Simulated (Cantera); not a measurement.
Silicon oxide and oxynitride deposition: TEOS + H2O + H2

A closed system holds: 1 mol TEOS, 2.1 mol H2O, 0.2 mol H2, equilibrated at 13300 Pa.

Equilibrium computed with Cantera from the NASA thermochemical tables; the gas is ideal and each condensed phase is pure. Candidate condensed phases: C, C6H6, C7H8, C8H18, H2O, Si, SiC, SiO2; 123 gas species. The feed counts by its element totals alone. The tables hold silica as quartz up to 1696 K and as liquid above; real silica turns to tridymite and cristobalite and melts near 1996 K. Equilibrium is a limit: real reactors are often held back by kinetics, nucleation or transport.

| T (K) | x H2 | x CO | x H2O | x CH4 | x CO2 | x SiO | x H | n C(graphite) | n SiO2(β-quartz) | n SiC(s) |
|---|---|---|---|---|---|---|---|---|---|---|
| 950 | 0.738 | 0.219 | 0.0201 | 0.0122 | 0.0107 | <1e-12 | 1.31e-9 | 4.19 | 1.00 | 0 |
| 1050 | 0.745 | 0.245 | 0.00441 | 0.00424 | 0.00171 | <1e-12 | 1.92e-8 | 3.93 | 1.00 | 0 |
| 1150 | 0.748 | 0.249 | 0.00116 | 0.00174 | 0.000326 | 1.38e-11 | 1.77e-7 | 3.90 | 1.00 | 0 |
| 1250 | 0.749 | 0.250 | 0.000376 | 0.000822 | 8.01e-5 | 4.17e-9 | 1.15e-6 | 3.89 | 1.00 | 0 |
| 1350 | 0.749 | 0.250 | 0.000143 | 0.000432 | 2.43e-5 | 5.35e-7 | 5.65e-6 | 3.90 | 1.000 | 0 |
| 1450 | 0.750 | 0.250 | 6.23e-5 | 0.000247 | 8.74e-6 | 3.46e-5 | 2.24e-5 | 3.90 | 0.999 | 0 |
| 1550 | 0.668 | 0.331 | 3.57e-5 | 0.000121 | 6.32e-6 | 0.000794 | 7.05e-5 | 0.927 | 0 | 0.985 |
| 1650 | 0.668 | 0.330 | 1.89e-5 | 7.91e-5 | 2.91e-6 | 0.00114 | 0.000203 | 0.940 | 0 | 0.979 |
x: gas mole fraction; n: condensed amount in mol.

From 950 K to 1450 K the condensed part is C(graphite) + SiO2(β-quartz). From 1550 K to 1650 K the condensed part is C(graphite) + SiC(s).
